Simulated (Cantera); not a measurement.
**Ignition delay**

Mixture: 3.99 % CH₄, 0.291 % CO, 19.4 % O₂, 72.7 % N₂, 3.67 % H₂O, equivalence ratio 0.42, at 5.00 bar, adiabatic and at constant volume. Ignition delay is the time to a rise of 400 K.

Cantera simulation using GRI-Mech 3.0 (53 species, 325 reactions); the numbers are that mechanism's predictions, not measurements.

```json
[
 {"T0 (K)": "1223", "delay (ms)": "5.09"},
 {"T0 (K)": "1323", "delay (ms)": "1.54"},
 {"T0 (K)": "1423", "delay (ms)": "0.524"},
 {"T0 (K)": "1523", "delay (ms)": "0.200"},
 {"T0 (K)": "1623", "delay (ms)": "0.0853"},
 {"T0 (K)": "1723", "delay (ms)": "0.0405"},
 {"T0 (K)": "1823", "delay (ms)": "0.0211"},
 {"T0 (K)": "1923", "delay (ms)": "0.0119"},
 {"T0 (K)": "2023", "delay (ms)": "0.00723"}
]
```

The apparent activation energy between 1823 and 2023 K comes out as 160 kJ/mol.
